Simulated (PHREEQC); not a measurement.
A PHREEQC speciation (ion-association model, phreeqc.dat) at 19 °C gives pH 3.47 and these molalities:

```json
[
 {"species": "Cl-", "mol/kgw": "0.646"},
 {"species": "Cu+2", "mol/kgw": "0.284"},
 {"species": "CuCl+", "mol/kgw": "0.0785"},
 {"species": "CuCl2", "mol/kgw": "0.00771"},
 {"species": "H+", "mol/kgw": "0.000457"},
 {"species": "CuCl3-", "mol/kgw": "1.99e-5"},
 {"species": "CuOH+", "mol/kgw": "2.85e-6"},
 {"species": "Cu2(OH)2+2", "mol/kgw": "1.93e-6"},
 {"species": "CuCl4-2", "mol/kgw": "1.19e-7"}
]
```

Question: What are the element totals, and what could have been dissolved in 1 kg of water to give them?

Answer: Several could match; the one computed here: totals Cl 0.741, Cu(2) 0.370 mol/kgw, from 0.37 mol/kgw CuCl2 and 0.00045 mol/kgw HCl.

Precipitation was switched off in this run. The ionic strength is past about 0.7 mol/kgw, beyond the range of this activity model, so the values are rough.
